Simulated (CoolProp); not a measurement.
A simple Rankine cycle with water: condensing at 290.15 K, boiler at 0.018 MPa, turbine inlet 481 K, turbine efficiency 0.6, pump efficiency 0.8, no recuperator. Each further row changes one setting.

Values from CoolProp's reference Helmholtz-energy equation of state, Wagner 2002.

| case | thermal efficiency (%) | net work (kJ/kg) | heat in (kJ/kg) | turbine exit temperature (K) | volume ratio over the turbine |
|---|---|---|---|---|---|
| as stated | 8.1 | 229 | 2820 | 360.8 | 6.97 |
| turbine inlet 501 K | 8.4 | 239 | 2860 | … | … |
| condensing temperature 282.15 K | … | 270 | 2860 | 339.1 | 11.1 |
| boiler pressure 0.0126 MPa | 7.1 | 200 | 2820 | 376.2 | 5.09 |
| turbine efficiency 0.5 | 6.8 | 191 | 2820 | … | 7.36 |

Problem. Fill in the missing entries.

Solution. 
- turbine inlet 501 K, turbine exit temperature (K): 376.4
- turbine inlet 501 K, volume ratio over the turbine: 6.98
- condensing temperature 282.15 K, thermal efficiency (%): 9.5
- turbine efficiency 0.5, turbine exit temperature (K): 381.0
